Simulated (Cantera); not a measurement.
A freely propagating, adiabatic, planar premixed flame of 9.25 % CH4, 19.1 % O2, 71.7 % N2, unburnt at 575 K and 15000 Pa; mixture-averaged transport, grid criteria slope 0.08 and curve 0.16, no radiation.

Model: GRI-Mech 3.0 (53 species, 325 reactions), integrated in Cantera. Burning velocities carry a grid error of a few per cent, more on coarse grids.

x: mole fraction of selected species; z is measured from the peak of heat release.

```csv
z (mm),T (K),u (m/s),x CH4,x O2,x NO,x CO2,x H,x CO
-5.37,575,1.69,0.0924,0.190,<1e-8,<1e-8,<1e-8,3.52e-7
-3.58,576,1.69,0.0923,0.190,<1e-8,3.29e-7,1.66e-7,7.97e-6
-2.68,579,1.71,0.0918,0.190,<1e-8,3.59e-6,2.11e-6,6.21e-5
-1.79,615,1.83,0.0891,0.187,…,9.34e-5,4.03e-5,0.000914
-0.894,923,2.78,0.0681,0.163,…,0.00210,0.000621,0.0120
-0.447,1308,4.00,0.0388,0.124,…,0.00707,0.00205,0.0314
0,1684,5.20,0.0106,0.0775,…,0.0163,0.00576,0.0527
0.447,1844,5.72,0.00114,0.0478,…,0.0276,0.0104,0.0560
0.894,1878,5.81,6.57e-5,0.0360,…,0.0374,0.0134,0.0489
1.79,1900,5.85,1.68e-7,0.0298,…,0.0491,0.0154,0.0383
3.58,1924,5.91,<1e-8,0.0274,…,0.0561,0.0155,0.0320
7.15,1957,5.99,<1e-8,0.0262,…,0.0584,0.0141,0.0300
14.3,2008,6.12,<1e-8,0.0248,…,0.0599,0.0115,0.0288
```

Question: Some entries are withheld; supply them.

Answer: 
- -1.79, x NO: 4.68e-8
- -0.894, x NO: 6.74e-7
- -0.447, x NO: 1.98e-6
- 0, x NO: 4.71e-6
- 0.447, x NO: 8.35e-6
- 0.894, x NO: 1.08e-5
- 1.79, x NO: 1.30e-5
- 3.58, x NO: 1.52e-5
- 7.15, x NO: 1.94e-5
- 14.3, x NO: 2.80e-5
